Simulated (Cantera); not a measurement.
A perfectly stirred reactor is fed with 2.06 % CH4, 97.9 % H2, at 0.0267 bar; it is held at 1750 K, and followed from long to short residence time.

Model: GRI-Mech 3.0 (53 species, 325 reactions), integrated in Cantera. GRI-Mech 3.0 stops at C3 and has no aromatics, soot or wall deposition, so with more carbon than oxygen in the feed, carbon stays in small species such as C2H2 where larger ones or solid carbon would form. Radical loss at walls, strong at low pressure, is not modelled.

x: mole fraction; the columns are a selection and need not sum to one.

| τ (s) | x CH4 | x H2 | x C2H6 | x C2H4 | x CH2 |
|---|---|---|---|---|---|
| 11 | 0.00312 | 0.987 | 4.64e-8 | 8.60e-6 | 1.29e-7 |
| 5.2 | 0.00443 | 0.986 | 9.14e-8 | 9.17e-6 | 1.75e-7 |
| 2.5 | 0.00617 | 0.985 | 1.71e-7 | 1.05e-5 | 2.29e-7 |
| 1.2 | 0.00840 | 0.984 | 3.05e-7 | 1.29e-5 | 2.90e-7 |
| 0.55 | 0.0112 | 0.983 | 5.18e-7 | 1.73e-5 | 3.51e-7 |
| 0.26 | ? | 0.981 | ? | ? | 3.90e-7 |
| 0.12 | 0.0169 | 0.980 | 9.53e-7 | 2.70e-5 | 3.85e-7 |
| 0.057 | 0.0188 | 0.979 | 9.45e-7 | 2.69e-5 | 3.13e-7 |
| 0.027 | 0.0199 | 0.979 | ? | ? | ? |
| 0.013 | 0.0203 | 0.979 | 3.05e-7 | 9.41e-6 | 6.85e-8 |
| 0.0060 | 0.0205 | 0.979 | 8.82e-8 | 2.29e-6 | 1.72e-8 |

Question: What belongs in the gaps?

Answer: 
- 0.26, x CH4: 0.0142
- 0.26, x C2H6: 7.61e-7
- 0.26, x C2H4: 2.26e-5
- 0.027, x C2H6: 6.70e-7
- 0.027, x C2H4: 2.00e-5
- 0.027, x CH2: 1.82e-7
